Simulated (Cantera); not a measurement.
A freely propagating, adiabatic, planar premixed flame of CH₄ : H₂ : O₂ : N₂ = 1 : 0.06 : 1.69 : 6.36 (molar parts), equivalence ratio 1.2, unburnt at 648 K and 0.132 atm; mixture-averaged transport, grid criteria slope 0.08 and curve 0.16, no radiation.

Cantera simulation using GRI-Mech 3.0 (53 species, 325 reactions); the numbers are that mechanism's predictions, not measurements. Burning velocities carry a grid error of a few per cent, more on coarse grids.

Problem. What does this change do: O2 1.69 to 2.1 parts?

Solution. 
| quantity | before | after |
|---|---|---|
| laminar burning velocity | 206 cm/s | 272 cm/s |
| thermal thickness | 1.91 mm | 1.59 mm |
| peak x(HO₂) | 0.000146 | 0.000221 |
